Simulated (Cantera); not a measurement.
## Hydrocarbon pyrolysis for carbon deposition

An isothermal, constant-pressure homogeneous reactor starts with 12.2 % C₂H₄, 87.8 % H₂, at 1150 K and 0.0133 bar.

Cantera simulation using GRI-Mech 3.0 (53 species, 325 reactions); the numbers are that mechanism's predictions, not measurements. GRI-Mech 3.0 was tuned for natural gas; its chemistry of ethylene as a main component is partial and can be far from experiment. GRI-Mech 3.0 stops at C3 and has no aromatics, soot or wall deposition, so with more carbon than oxygen in the feed, carbon stays in small species such as C2H2 where larger ones or solid carbon would form. Radical loss at walls, strong at low pressure, is not modelled.

```tsv
t (s)	x C₂H₄	x H₂	x CH₃	x C₂H₂	x H	x CH₂	x C₂H₆
4.00e-6	0.122	0.878	<1e-12	2.81e-10	<1e-12	<1e-12	<1e-12
1.32e-5	0.122	0.878	<1e-12	9.25e-10	<1e-12	<1e-12	<1e-12
4.33e-5	0.122	0.878	<1e-12	3.05e-9	<1e-12	<1e-12	<1e-12
0.000143	0.122	0.878	<1e-12	1.00e-8	2.72e-12	<1e-12	<1e-12
0.000469	0.122	0.878	<1e-12	3.30e-8	1.02e-11	<1e-12	1.20e-12
0.00154	0.122	0.878	<1e-12	1.09e-7	3.79e-11	<1e-12	8.00e-12
0.00508	0.122	0.878	<1e-12	3.58e-7	1.30e-10	<1e-12	5.50e-11
0.0167	0.122	0.878	<1e-12	1.18e-6	4.35e-10	<1e-12	4.72e-10
0.0551	0.122	0.878	<1e-12	3.90e-6	1.44e-9	<1e-12	4.69e-9
0.181	0.122	0.878	1.28e-12	1.31e-5	4.92e-9	<1e-12	5.00e-8
0.597	0.122	0.878	1.68e-11	4.60e-5	2.27e-8	<1e-12	6.38e-7
1.96	0.122	0.878	1.55e-9	0.000330	6.06e-7	<1e-12	2.88e-5
6.46	0.112	0.879	7.30e-8	0.00879	3.53e-6	<1e-12	0.000337
21.3	0.0804	0.881	2.01e-7	0.0360	3.56e-6	<1e-12	0.000249
70.0	0.0391	0.884	4.21e-7	0.0715	3.44e-6	<1e-12	0.000121
```
x: mole fraction; the columns are a selection and need not sum to one.

Equilibrium at this temperature and pressure: C₂H₄ 0.00827, H₂ 0.778, CH₃ 2.54e-6, C₂H₂ 0.0293, H 5.74e-7, CH₂ <1e-12, C₂H₆ 2.43e-5 (gas phase only).
